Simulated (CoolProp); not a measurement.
Vapour-liquid equilibrium of n-pentane (1) + cyclohexane (2) at 49.35 °C; x and y are mole fractions of (1).

The numbers come from the multi-fluid Helmholtz-energy mixture model, Thol 2019 and Zhou 2014; pair parameters Bell 2016 in CoolProp.

Give the bubble pressure and the first vapour's composition at x = 0.2, 0.425, 0.8. Is there an azeotrope?

x = 0.2: 0.06270 MPa, y = 0.538; x = 0.425: 0.08999 MPa, y = 0.759; x = 0.8: 0.1328 MPa, y = 0.937. No azeotrope shows between x = 0.05 and 0.95.

Pair parameters are fitted to limited data, so mixtures are less certain than the pure fluids.
